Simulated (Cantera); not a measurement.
## Transport properties of process gases

Gas mixture: 100 % NO, at 0.0454 atm, frozen composition.

Cantera's kinetic-theory transport with the Lennard-Jones parameters of GRI-Mech 3.0, ideal gas; thermal conductivity in the mixture-averaged form. The composition is frozen, though it would react at the higher temperatures.

| T (K) | ρ (kg/m³) | cp (J/kg/K) | μ (µPa s) | λ (mW/m/K) | Pr | D (cm²/s) NO | D (cm²/s) CH3 | D (cm²/s) CH4 |
|---|---|---|---|---|---|---|---|---|
| 400 | 0.0415 | 998.6 | 23.1 | 32.4 | 0.712 | -2940 | 8.16 | 8.12 |
| 650 | 0.0255 | 1054 | 32.3 | 48.2 | 0.706 | -6890 | 18.8 | 18.7 |
| 900 | 0.0184 | 1114 | 40.1 | 63.0 | 0.708 | -12000 | 32.6 | 32.4 |
| 1150 | 0.0144 | 1153 | 47.0 | 76.7 | 0.707 | -18200 | 49.1 | 48.9 |
| 1400 | 0.0119 | 1181 | 53.4 | 89.4 | 0.706 | -25300 | 68.2 | 67.8 |
| 1650 | 0.0101 | 1202 | 59.4 | 101 | 0.706 | -33200 | 89.6 | 89.1 |
| 1900 | 0.00874 | 1219 | 65.1 | 112 | 0.706 | -42000 | 113 | 113 |
D: mixture-averaged diffusion coefficient of that species in the mixture.
